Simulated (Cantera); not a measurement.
Input: 1 mol FeS, 40 mol H2, 2 mol H2O, equilibrated at 0.000870 bar.

These are equilibrium values from Cantera (NASA tables, ideal gas, pure condensed phases), not measurements of a reactor. Candidate condensed phases: Fe, FeO, Fe(OH)2, Fe(OH)3, FeS, FeSO4, FeS2, Fe2O3, Fe2(SO4)3, Fe3O4, H2O, H2SO4, S; 22 gas species. Equilibrium is a limit: real reactors are often held back by kinetics, nucleation or transport. All values below are at 1973 K.

Base state: H2 0.874, H 0.0428, H2O 0.0425, Fe 0.0224, S 0.00607, S2 0.00454, SH 0.00424, SO 0.00175 (mole fractions); condensed: gas only.

What changes in the equilibrium state with this change: pressure from 0.000870 bar to 4.40 bar?


```json
[
 {"species": "H2", "before": "0.874", "after": "0.928"},
 {"species": "H2O", "before": "0.0425", "after": "0.0475"},
 {"species": "H2S", "before": "0.00111", "after": "0.0220"},
 {"species": "H", "before": "0.0428", "after": "0.000620"},
 {"species": "Fe", "before": "0.0224", "after": "6.09e-5"},
 {"species": "FeO", "before": "2.03e-5", "after": "5.83e-8"},
 {"species": "S", "before": "0.00607", "after": "2.25e-5"},
 {"species": "SO", "before": "0.00175", "after": "6.82e-6"},
 {"species": "SO2", "before": "0.000172", "after": "7.07e-7"},
 {"species": "OH", "before": "0.000197", "after": "3.01e-6"},
 {"species": "Fe(l), mol", "before": "0", "after": "0.997"}
]
```
